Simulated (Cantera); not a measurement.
Charge: 1 mol SiH₄, 2.3 mol NO, 40 mol N₂, 3.4 mol O₃, equilibrated at 88.0 Pa.

Equilibrium computed with Cantera from the NASA thermochemical tables; the gas is ideal and each condensed phase is pure. Candidate condensed phases: H₂O, Si, SiO₂, Si₂N₂O, Si₃N₄; 35 gas species. Kinetics and transport are ignored.

Q: At 1023 K, list the 4 most abundant gas species with their mole fractions, and the condensed phases.

A: N₂ 0.868, O₂ 0.0896, H₂O 0.0422, NO 2.75e-5. Condensed: SiO₂(β-quartz).
